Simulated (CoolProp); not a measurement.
Properties of methane along the isobar 6.54 MPa.

The numbers come from the reference Helmholtz-energy equation of state, Setzmann 1991 in CoolProp.

```csv
T (K),phase,Z,speed of sound (m/s),isothermal compressibility (1/MPa),viscosity (µPa s),conductivity (mW/(m K))
133.4,liquid,0.2384,1192,[?],82.7,161
144.1,liquid,0.2306,1085,0.004220,69.3,147
154.7,liquid,0.2259,975.1,0.005838,58.5,133
165.4,liquid,0.2244,856.4,0.008689,49.2,118
176.1,liquid,0.2277,726.6,0.01457,40.6,104
186.8,liquid,0.2398,577.6,0.03122,[?],[?]
197.5,supercritical,0.2828,394.0,0.1373,22.7,73.2
208.1,supercritical,0.4732,307.3,0.3932,13.8,51.9
218.8,supercritical,0.6100,329.4,0.2714,12.0,40.9
229.5,supercritical,0.6903,349.8,0.2281,11.6,37.7
240.2,supercritical,0.7462,367.5,0.2064,11.5,[?]
250.9,supercritical,0.7882,383.1,0.1934,11.6,36.6
261.5,supercritical,0.8209,397.0,0.1847,11.7,36.9
272.2,supercritical,0.8476,409.8,0.1784,12.0,37.5
282.9,supercritical,0.8695,[?],0.1737,12.2,38.4
293.6,supercritical,0.8878,432.5,0.1701,[?],39.3
```

Task: What belongs in the gaps?

Result: 
- 133.4, isothermal compressibility (1/MPa): 0.003185
- 186.8, viscosity (µPa s): 32.3
- 186.8, conductivity (mW/(m K)): 89.0
- 240.2, conductivity (mW/(m K)): 36.7
- 282.9, speed of sound (m/s): 421.6
- 293.6, viscosity (µPa s): 12.4

Viscosity comes from a separate model (Quiñones-Cisneros 2006). Thermal conductivity comes from a separate model (Friend 1989).
